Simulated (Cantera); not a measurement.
Feed: 1 mol SiF₄, 2.1 mol NH₃, 9.7 mol H₂, held at 1.43 Torr.

Method: chemical equilibrium by Gibbs-energy minimisation in Cantera with the NASA 1993 tables (ideal gas, pure condensed phases). Candidate condensed phases: Si, Si₃N₄; 37 gas species. The tables' values for SiF₃, SiF₂ are old estimates; treat these amounts as uncertain. Equilibrium is a limit: real reactors are often held back by kinetics, nucleation or transport.

x: gas mole fraction; n: condensed amount in mol.

```tsv
T (K)	x H₂	x N₂	x SiF₄	x HF	x SiF₃	n Si₃N₄(s)
848	0.862	0.0704	0.0670	0.000160	5.02e-7	0.000148
948	0.862	0.0704	0.0669	0.000440	8.18e-6	0.000393
1048	0.862	0.0704	0.0666	…	7.76e-5	…
1148	0.861	0.0703	0.0658	0.00193	0.000492	0.00112
1248	0.859	0.0704	0.0638	0.00335	0.00227	0
1348	0.855	0.0702	0.0598	…	0.00569	0
1448	0.848	0.0700	0.0527	0.0154	0.0114	0
```

Q: Fill in the missing entries.

A: 
- 1048, x HF: 0.000991
- 1048, n Si₃N₄(s): 0.000804
- 1348, x HF: 0.00752
